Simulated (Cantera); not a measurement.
Feed: 1 mol CH3OH, 0.013 mol NH3, 1.7 mol H2, 4.3 mol H2O, at 2.20 mbar.

Method: chemical equilibrium by Gibbs-energy minimisation in Cantera with the NASA 1993 tables (ideal gas, pure condensed phases). Candidate condensed phases: C, C6H6, C7H8, C8H18, H2O; 169 gas species. Ions and electrons are included (thermal ionisation). The numbers say what is thermodynamically allowed, not how fast it happens. All values below are at 4477 °C.

Base state: H 0.749, O 0.203, CO 0.0441, C 0.00255, N 0.000600, H2 5.37e-5, e- 4.19e-5, OH 2.69e-5 (mole fractions); condensed: gas only.

What changes in the equilibrium state with this change: NH3 from 0.013 to 0.028 mol?


```tsv
species	before	after
H	0.749	0.749
O	0.203	0.203
CO	0.0441	0.0440
N	0.000600	0.00128
N2	2.48e-6	1.13e-5
C+	2.09e-5	2.08e-5
```
